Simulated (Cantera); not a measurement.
Mixture: H₂ : O₂ : N₂ = 1 : 0.357 : 1.82 (molar parts), at 9.87 atm, adiabatic and at constant volume. Ignition delay is the time to a rise of 400 K.

Detailed kinetics in Cantera: GRI-Mech 3.0 (53 species, 325 reactions). The hydrogen kinetics of GRI-Mech 3.0 are dated; newer H2 mechanisms differ, most at raised pressure.

Problem. At T0 = 1475 K, what is the delay, and which 6 reactions control it most (d ln τ / d ln k, from doubling and halving each rate constant)?

Solution. The delay is 1.88 µs.
```json
[
 {"reaction": "H + O2 <=> O + OH", "d ln τ / d ln k": "-0.87", "faster rate": "shortens it"},
 {"reaction": "H2 + O <=> H + OH", "d ln τ / d ln k": "-0.13", "faster rate": "shortens it"},
 {"reaction": "H + O2 + N2 <=> HO2 + N2", "d ln τ / d ln k": "0.10", "faster rate": "lengthens it"},
 {"reaction": "H + O2 + M <=> HO2 + M", "d ln τ / d ln k": "0.09", "faster rate": "lengthens it"},
 {"reaction": "H2 + OH <=> H + H2O", "d ln τ / d ln k": "-0.08", "faster rate": "shortens it"},
 {"reaction": "H + HO2 <=> H2 + O2", "d ln τ / d ln k": "-0.06", "faster rate": "shortens it"}
]
```
